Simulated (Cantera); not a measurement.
Mixture: 13.3 % CH4, 16.7 % O2, 62.7 % N2, 7.33 % H2O, at 1.80 bar, adiabatic and at constant pressure. Ignition delay is the time to a rise of 400 K.

Computed with Cantera and GRI-Mech 3.0 (53 species, 325 reactions).

Question: Predict: delay at 1125 K; delay at 1200 K; delay at 1275 K; delay at 1350 K; delay at 1425 K; apparent activation energy between 1275 and 1425 K.

Answer: 
- delay at 1125 K = 0.116 s
- delay at 1200 K = 41.1 ms
- delay at 1275 K = 15.6 ms
- delay at 1350 K = 6.21 ms
- delay at 1425 K = 2.59 ms
- apparent activation energy between 1275 and 1425 K = 180 kJ/mol
